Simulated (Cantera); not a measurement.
## Stirred combustor or abatement burner

A perfectly stirred reactor is fed with 5.81 % CH4, 0.221 % C2H6, 16.1 % O2, 60.4 % N2, 17.4 % CO2, at 1.00 atm; it is adiabatic with a 400 K inlet, and is followed from long to short residence time, starting on the burning branch (τ in s: 0.098, 0.052, 0.028, 0.015, 0.0079, 0.0042, 0.0023, 0.0012, 0.00064, 0.00034, 0.00018, 9.7e-05, 5.2e-05).

Detailed kinetics in Cantera: GRI-Mech 3.0 (53 species, 325 reactions).

```
τ (s)    T (K)     x CH4   x C2H6    x O2     x NO   x H2O      x OH
-------  -----  --------  -------  ------  -------  ------  --------
0.098     1668   1.56e-5  1.50e-7  0.0375  6.66e-6   0.122  0.000874
0.052     1662   2.37e-5  2.32e-7  0.0378  6.29e-6   0.122   0.00104
0.028     1653   3.58e-5  3.55e-7  0.0383  5.87e-6   0.121   0.00123
0.015     1641   5.49e-5  5.48e-7  0.0390  5.47e-6   0.121   0.00144
0.0079    1624   8.68e-5  8.63e-7  0.0399  5.12e-6   0.120   0.00165
0.0042    1603  0.000140  1.38e-6  0.0412  4.78e-6   0.119   0.00184
0.0023    1576  0.000230  2.24e-6  0.0429  4.32e-6   0.118   0.00197
0.0012    1538  0.000427  4.10e-6  0.0455  3.48e-6   0.117   0.00197
0.00064   1476   0.00103  9.99e-6  0.0505  1.94e-6   0.114   0.00158
0.00034    400    0.0581  0.00221   0.161   <1e-12  <1e-12    <1e-12
0.00018    400    0.0581  0.00221   0.161   <1e-12  <1e-12    <1e-12
9.7e-5     400    0.0581  0.00221   0.161   <1e-12  <1e-12    <1e-12
5.2e-5     400    0.0581  0.00221   0.161   <1e-12  <1e-12    <1e-12
```
x: mole fraction; the columns are a selection and need not sum to one.
